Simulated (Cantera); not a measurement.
## Gas-phase reforming

A perfectly stirred reactor is fed with 12.8 % CH4, 87.2 % CO2, at 5.03 atm; it is held at 1648 K, and followed from long to short residence time.

Model: GRI-Mech 3.0 (53 species, 325 reactions), integrated in Cantera.

| τ (s) | x CH4 | x CO2 | x HO2 | x C2H | x C2H2 |
|---|---|---|---|---|---|
| 5.6 | 0.00267 | 0.441 | <1e-12 | 6.26e-10 | 0.000783 |
| 1.6 | 0.00576 | 0.460 | <1e-12 | 2.96e-9 | 0.00357 |
| 0.46 | 0.0109 | 0.502 | <1e-12 | 9.96e-9 | 0.0112 |
| 0.13 | 0.0196 | 0.576 | <1e-12 | 2.28e-8 | 0.0234 |
| 0.037 | 0.0379 | 0.671 | <1e-12 | 2.98e-8 | 0.0302 |
| 0.011 | 0.0699 | 0.768 | <1e-12 | 2.04e-8 | 0.0216 |
| 0.0031 | 0.101 | 0.838 | <1e-12 | 8.66e-9 | 0.00827 |
| 0.00087 | 0.119 | 0.865 | <1e-12 | 2.09e-9 | 0.00149 |
x: mole fraction; the columns are a selection and need not sum to one.
